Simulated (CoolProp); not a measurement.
Vapour-liquid equilibrium of carbon dioxide (1) + hydrogen sulfide (2) at -3.65 °C; x and y are mole fractions of (1).

Computed with CoolProp (multi-fluid Helmholtz-energy mixture model, Span 1996 and Lemmon 2006; pair parameters Kunz 2012).

```csv
x,bubble pressure (bar),y at the bubble point,dew pressure at overall composition x (bar),liquid density (mol/L)
0.05,11.78,0.229,9.722,24.67
0.15,16.02,0.460,10.78,24.46
0.25,19.28,0.574,12.08,24.06
0.35,21.79,0.646,13.71,23.51
0.45,23.81,0.699,15.79,22.88
0.55,25.53,0.744,18.50,22.25
0.65,27.10,0.789,21.95,21.69
0.75,28.56,0.837,25.76,21.28
0.85,29.92,0.894,28.90,21.11
0.95,31.11,0.961,30.94,21.29
```

No azeotrope shows between x = 0.05 and 0.95.

The pair parameters rest on a limited set of measurements; away from them the model extrapolates.
